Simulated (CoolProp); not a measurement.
Vapour-liquid equilibrium of R113 (1) + benzene (2) at 0.501 MPa; x and y are mole fractions of (1).

Computed with CoolProp (multi-fluid Helmholtz-energy mixture model, Marx 1992 and Thol 2012; pair parameters Bell 2016).

```csv
x,"bubble temperature, mixture model (K)","bubble temperature, Raoult's law (K)","y, mixture model","y, Raoult's law"
0.05,?,413.3,0.129,0.101
0.15,404.0,408.4,0.317,0.277
0.25,398.7,403.9,0.449,0.423
0.35,394.5,399.8,0.549,0.545
0.45,391.2,395.9,?,0.648
0.55,388.4,392.4,0.704,0.735
0.65,386.0,389.1,0.771,0.810
0.75,383.8,386.0,0.836,0.874
0.85,?,383.1,0.901,0.930
0.95,?,380.4,0.966,0.978
```

Some entries are withheld; supply them.


- 0.05, bubble temperature, mixture model (K): 411.2
- 0.45, y, mixture model: 0.631
- 0.85, bubble temperature, mixture model (K): 381.8
- 0.95, bubble temperature, mixture model (K): 380.0

The largest gap from Raoult's law is -5.3 K in bubble temperature, at x = 0.35. No azeotrope shows between x = 0.05 and 0.95.

Pair parameters are fitted to limited data, so mixtures are less certain than the pure fluids.
